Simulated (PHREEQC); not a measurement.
Dissolve 3.55 mol/kgw NaOH and 0.34 mol/kgw CaCl2 at 61 °C. Closed to the air; pH follows from the charge balance.

Model: Pitzer model, pitzer.dat, run in PHREEQC.

This is a speciation only: nothing precipitates in the calculation.

Problem. Predict the pH, activity of water, density.

Solution. pH 13.39; activity of water 0.860; density 1.129 g/cm³.

In brines, pH and single-ion activities rest on the MacInnes convention. Away from 25 °C the constants follow the database's enthalpies or fits; those with neither stay at their 25 °C values.
